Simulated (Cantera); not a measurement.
Charge: 1 mol Al(CH₃)₃, 3.7 mol N₂O, 1.1 mol N₂, 0.35 mol NH₃, held at 13.0 mbar.

Equilibrium computed with Cantera from the NASA thermochemical tables; the gas is ideal and each condensed phase is pure. Candidate condensed phases: Al, AlN, Al₂O₃, C, C₆H₆, C₇H₈, C₈H₁₈, H₂O; 148 gas species. The feed counts by its element totals alone. Mutual solubility and eutectic melting of coexisting phases are not modelled. Rates play no part. All values below are at 1675 K.

Base state: H₂ 0.394, N₂ 0.370, CO 0.235, H 0.000639, HCN 0.000230, Al 1.41e-5 (mole fractions); condensed: AlN(s) + Al₂O₃(s).

Problem. What changes in the equilibrium state with this change: Al(CH₃)₃ replaced by AlCl₃?

Solution. 
```csv
species,before,after
N₂,0.370,0.556
Cl,0,0.187
O₂,<1e-9,0.122
H₂,0.394,2.44e-7
CO,0.235,0
HCl,0,0.116
Cl₂,0,0.0161
AlCl₃,0,9.08e-5
NO,<1e-9,0.00169
HCN,0.000230,0
ClO,0,0.000150
O,<1e-9,0.000105
OH,<1e-9,6.28e-5
"AlN(s), mol",0.531,0
"Al₂O₃(s), mol",0.234,0.500
```
Further candidate phases: AlCl₃, NH₄Cl.
